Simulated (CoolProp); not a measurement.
Vapour-liquid equilibrium of propane (1) + R227EA (2) at 14.4 bar; x and y are mole fractions of (1).

Values from CoolProp's multi-fluid Helmholtz-energy mixture model, Lemmon 2009 and Lemmon 2016; pair parameters Bell 2016.

Task: Give the bubble temperature and the first vapour's composition at x = 0.35, 0.5, 0.65. Is there an azeotrope?

Result: x = 0.35: 318.9 K, y = 0.528; x = 0.5: 315.1 K, y = 0.627; x = 0.65: 313.2 K, y = 0.707. y crosses x between x = 0.65 and 0.8: the model has an azeotrope there.

The pair parameters rest on a limited set of measurements; away from them the model extrapolates.
